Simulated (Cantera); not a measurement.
An isothermal, constant-pressure homogeneous reactor starts with 5.26 % CH₄, 94.7 % N₂, at 1548 K and 2670 Pa.

Detailed kinetics in Cantera: GRI-Mech 3.0 (53 species, 325 reactions). GRI-Mech 3.0 stops at C3 and has no aromatics, soot or wall deposition, so with more carbon than oxygen in the feed, carbon stays in small species such as C2H2 where larger ones or solid carbon would form. Radical loss at walls, strong at low pressure, is not modelled.

Predict: x(CH₄) at 8.00 s; x(H) at 8.00 s; x(HCN) at 8.00 s; x(H₂) at 8.00 s; x(CH₂) at 8.00 s; x(C₂H₂) at 8.00 s.

x(CH₄) at 8.00 s: 0.00619 (gas-phase equilibrium 2.19e-5)
x(H) at 8.00 s: 3.42e-5 (gas-phase equilibrium 5.20e-5)
x(HCN) at 8.00 s: 4.85e-7 (gas-phase equilibrium 0.0378)
x(H₂) at 8.00 s: 0.0661 (gas-phase equilibrium 0.0749)
x(CH₂) at 8.00 s: 2.84e-8 (gas-phase equilibrium 1.88e-10)
x(C₂H₂) at 8.00 s: 0.0220 (gas-phase equilibrium 0.00610)
